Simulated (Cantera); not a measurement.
Input (Python, Cantera) and output of one run.

```python
import numpy as np
import cantera as ct

gas_names = [...]  # 110 gases of nasa_gas.yaml made of C, H, O
cond_names = """
    C(gr) C6H6(L) C7H8(L) C8H18(L),n-octa H2O(s) H2O(L)
""".split()


# ... load() reads the species with a 1 bar reference pressure and builds the phases ...
atoms = {
    'C2H5OH': {'C': 2, 'H': 6, 'O': 1},
    'H2': {'H': 2},
}
top_T = {'C(gr)': 4500}  # K; cautious upper limits of use, not melting points


# ... equilibrate(T, P, feed) seeds the gas with the atoms and calls Mixture.equilibrate('TP', solver="vcs", rtol=1e-11, max_steps=5000) ...
results = []
feed = {'C2H5OH': 1, 'H2': 6.2}  # mol
P = 133.322  # Pa
for T in [1473, 1573, 1673, 1773, 1873, 1973, 2073, 2173, 2273, 2373, 2473, 2573]:
    mix = equilibrate(T, P, feed)
    results.append((T, P, feed, dict(zip(mix.species_names, mix.species_moles))))

top = {s: max(r[3][s] / sum(r[3][g] for g in gas_names) for r in results) for s in gas_names}
cols = sorted((s for s in top if top[s] > 1e-06), key=lambda s: -top[s])[:7]
seen = [c for c in cond_names if any(r[3].get(c, 0) > 1e-12 for r in results)]
print("log10 of partial pressures in bar; condensed amounts in mol")
print(f"{'T/K':>10s}" + "".join(f"{s[:9]:>10s}" for s in cols + seen))
for T, P, feed, n in results:
    ng = sum(n[g] for g in gas_names)
    print(f"{T:10.4g}" + "".join(f"{np.log10(max(n[s] / ng * P / 1e5, 1e-99)):10.3f}" for s in cols)
          + "".join(f"{n.get(c, 0):10.4g}" for c in seen))
```

It prints:

```
log10 of partial pressures in bar; condensed amounts in mol
       T/K        H2         H        CO C2H2,acet        C3       C2H         C     C(gr)
      1473    -2.920    -6.358    -3.884    -8.107   -18.267   -14.344   -17.223    0.9999
      1573    -2.920    -5.851    -3.884    -7.606   -16.399   -13.074   -15.603    0.9996
      1673    -2.921    -5.404    -3.884    -7.166   -14.758   -11.958   -14.178    0.9989
      1773    -2.923    -5.008    -3.885    -6.777   -13.305   -10.969   -12.914    0.9974
      1873    -2.928    -4.654    -3.887    -6.433   -12.011   -10.088   -11.786    0.9943
      1973    -2.936    -4.338    -3.891    -6.130   -10.850    -9.299   -10.773    0.9884
      2073    -2.952    -4.056    -3.898    -5.863    -9.804    -8.591    -9.858    0.9782
      2173    -2.978    -3.806    -3.910    -5.634    -8.857    -7.955    -9.027     0.962
      2273    -3.021    -3.586    -3.928    -5.445    -7.996    -7.385    -8.270    0.9379
      2373    -3.088    -3.399    -3.954    -5.299    -7.209    -6.877    -7.578    0.9045
      2473    -3.185    -3.244    -3.988    -5.201    -6.488    -6.429    -6.942    0.8577
      2573    -3.320    -3.124    -4.029    -5.156    -5.825    -6.039    -6.355    0.7733
```

Equilibrium computed with Cantera from the NASA thermochemical tables; the gas is ideal and each condensed phase is pure.
